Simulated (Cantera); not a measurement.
# Reactions in the system B-F-H-N

Source: NASA polynomial tables (part measured, part estimated), evaluated in Cantera. Values are per mole of reaction as written; species without (g) are pure solids or liquids, kept so even where they would boil at 1 bar.

NH3(g) + BF3(g) ⇌ 3 HF(g) + N(g) + B

```json
[
 {"T (K)": "300", "ΔH° (kJ)": "836.7", "ΔS° (J/K)": "233.5", "ΔG° (kJ)": "766.6", "log10 K": "-133.47"},
 {"T (K)": "1223", "ΔH° (kJ)": "848.7", "ΔS° (J/K)": "257.3", "ΔG° (kJ)": "534.0", "log10 K": "-22.81"},
 {"T (K)": "1248", "ΔH° (kJ)": "848.7", "ΔS° (J/K)": "257.3", "ΔG° (kJ)": "527.5", "log10 K": "-22.08"},
 {"T (K)": "1273", "ΔH° (kJ)": "848.7", "ΔS° (J/K)": "257.4", "ΔG° (kJ)": "521.1", "log10 K": "-21.38"},
 {"T (K)": "1298", "ΔH° (kJ)": "848.8", "ΔS° (J/K)": "257.4", "ΔG° (kJ)": "514.7", "log10 K": "-20.71"},
 {"T (K)": "1323", "ΔH° (kJ)": "848.8", "ΔS° (J/K)": "257.4", "ΔG° (kJ)": "508.2", "log10 K": "-20.07"},
 {"T (K)": "1348", "ΔH° (kJ)": "848.8", "ΔS° (J/K)": "257.4", "ΔG° (kJ)": "501.8", "log10 K": "-19.44"},
 {"T (K)": "1373", "ΔH° (kJ)": "848.8", "ΔS° (J/K)": "257.4", "ΔG° (kJ)": "495.4", "log10 K": "-18.85"},
 {"T (K)": "1398", "ΔH° (kJ)": "848.9", "ΔS° (J/K)": "257.5", "ΔG° (kJ)": "488.9", "log10 K": "-18.27"},
 {"T (K)": "1423", "ΔH° (kJ)": "848.9", "ΔS° (J/K)": "257.5", "ΔG° (kJ)": "482.5", "log10 K": "-17.71"}
]
```
